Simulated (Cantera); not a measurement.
## Thermodynamics of boron, boron nitride and boron oxide, feed BCl3 + H2

Input: 1 mol BCl3, 13 mol H2, held at 923.15 K and 0.100 bar.

Method: chemical equilibrium by Gibbs-energy minimisation in Cantera with the NASA 1993 tables (ideal gas, pure condensed phases). Candidate condensed phases: B; 13 gas species. Gases not in the tables: BHCl2. Kinetics and transport are ignored.

The x(H2) is 0.898 and the x(BCl3) comes out as 0.0551. The x(HCl) is 0.0474 and the n(B(s)) is 0.223 mol. The gas amount is 14.11 mol.
